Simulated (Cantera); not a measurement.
Source: NASA polynomial tables (part measured, part estimated), evaluated in Cantera. Values are per mole of reaction as written; species without (g) are pure solids or liquids, kept so even where they would boil at 1 bar. VO: taken at fixed stoichiometry.

V₂O₄ + 2 NO(g) → 2 VO + 2 NO₂(g)

```csv
T (K),ΔH° (kJ),ΔS° (J/K),ΔG° (kJ),log10 K
2573,?,?,?,?
2648,404.1,-25.6,472.0,-9.31
2723,?,?,?,?
2798,397.8,-27.9,476.0,-8.89
2873,?,?,?,?
2948,?,?,?,?
```

Complete the blanks.


- 2573, ΔH° (kJ): 407.3
- 2573, ΔS° (J/K): -24.4
- 2573, ΔG° (kJ): 470.1
- 2573, log10 K: -9.54
- 2723, ΔH° (kJ): 401.0
- 2723, ΔS° (J/K): -26.8
- 2723, ΔG° (kJ): 474.0
- 2723, log10 K: -9.09
- 2873, ΔH° (kJ): 394.7
- 2873, ΔS° (J/K): -29.0
- 2873, ΔG° (kJ): 478.2
- 2873, log10 K: -8.69
- 2948, ΔH° (kJ): 391.6
- 2948, ΔS° (J/K): -30.1
- 2948, ΔG° (kJ): 480.4
- 2948, log10 K: -8.51
